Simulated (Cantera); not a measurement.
Input (Python, Cantera):

```python
import numpy as np
import cantera as ct

gas = ct.Solution("gri30.yaml")
gas.TPX = 650, 1000000, {'CH4': 1, 'O2': 1.54, 'N2': 7.69}
flame = ct.FreeFlame(gas, width=0.008)
flame.set_refine_criteria(ratio=3, slope=0.08, curve=0.16)
flame.transport_model = "mixture-averaged"
flame.solve(loglevel=0, auto=True)
z, T = flame.grid, flame.T
thick = (T[-1] - T[0]) / np.gradient(T, z).max()
show = ['CH4', 'O2', 'CO2', 'H2O2', 'HCN', 'OH']
print(f"laminar burning velocity  {flame.velocity[0] * 100:.3f} cm/s")
print(f"burnt temperature         {T[-1]:.1f} K")
print(f"thermal thickness         {thick * 1e3:.4f} mm")
print(f"grid points               {len(z)}")
z0 = z[flame.heat_release_rate.argmax()]
print(f"{'z/mm':>9s}{'T/K':>9s}{'u/(m/s)':>9s}" + "".join(f"{s:>11s}" for s in show))
rows = []
for k in (-3, -2, -1.5, -1, -0.5, -0.25, 0, 0.25, 0.5, 1, 2, 4, 8):
    zz = z0 + k * thick
    rows.append([k * thick, np.interp(zz, z, T), np.interp(zz, z, flame.velocity),
                 *(np.interp(zz, z, flame.X[gas.species_index(s)]) for s in show)])
    print(f"{rows[-1][0] * 1e3:9.3f}{rows[-1][1]:9.1f}{rows[-1][2]:9.3f}" + "".join(f"{x:11.3e}" for x in rows[-1][3:]))
```

Result:

```
laminar burning velocity  19.668 cm/s
burnt temperature         2066.1 K
thermal thickness         0.1689 mm
grid points               129
     z/mm      T/K  u/(m/s)        CH4         O2        CO2       H2O2        HCN         OH
   -0.507    652.1    0.198  9.725e-02  1.500e-01  5.403e-06  2.072e-07  2.010e-09  2.142e-13
   -0.338    664.2    0.202  9.592e-02  1.486e-01  5.625e-05  1.563e-06  1.983e-08  1.182e-11
   -0.253    695.2    0.213  9.326e-02  1.458e-01  2.402e-04  5.315e-06  8.151e-08  1.534e-10
   -0.169    814.8    0.251  8.425e-02  1.351e-01  1.337e-03  2.057e-05  4.265e-07  5.573e-09
   -0.084   1213.0    0.379  5.547e-02  9.562e-02  7.639e-03  3.801e-05  2.231e-06  1.625e-06
   -0.042   1549.2    0.488  3.087e-02  5.856e-02  1.552e-02  5.922e-06  4.457e-06  1.942e-05
    0.000   1856.5    0.588  1.025e-02  2.272e-02  2.591e-02  1.978e-06  8.358e-06  1.315e-04
    0.042   2001.0    0.634  3.137e-03  6.369e-03  3.392e-02  5.564e-07  1.335e-05  2.366e-04
    0.084   2045.6    0.648  1.565e-03  1.947e-03  3.806e-02  1.437e-07  1.563e-05  2.029e-04
    0.169   2065.4    0.654  8.799e-04  3.189e-04  4.122e-02  1.732e-08  1.591e-05  1.192e-04
    0.338   2069.1    0.655  5.265e-04  2.303e-05  4.280e-02  1.641e-09  1.460e-05  7.876e-05
    0.675   2068.0    0.655  2.559e-04  6.628e-07  4.318e-02  6.775e-10  1.176e-05  7.107e-05
    1.351   2066.7    0.655  7.178e-05  3.613e-07  4.303e-02  6.473e-10  7.114e-06  6.970e-05
```

Detailed kinetics in Cantera: GRI-Mech 3.0 (53 species, 325 reactions). Burning velocities carry a grid error of a few per cent, more on coarse grids.
